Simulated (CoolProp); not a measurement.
Vapour-liquid equilibrium of R125 (1) + cyclopropane (2) at 20.05 °C; x and y are mole fractions of (1).

Values from CoolProp's multi-fluid Helmholtz-energy mixture model, Lemmon 2005 and Polt 1992; pair parameters Bell 2016. This equation is an older, rougher fit; its heat capacities, sound speeds and derivatives of the liquid may be far off and weren't checked against measurements.

### Question
Give the bubble pressure and the first vapour's composition at x = 0.25, 0.35, 0.75. Is there an azeotrope?

### Answer
x = 0.25: 1.054 MPa, y = 0.474; x = 0.35: 1.127 MPa, y = 0.538; x = 0.75: 1.255 MPa, y = 0.759. y crosses x between x = 0.75 and 0.85: the model has an azeotrope there.

Pair parameters are fitted to limited data, so mixtures are less certain than the pure fluids.
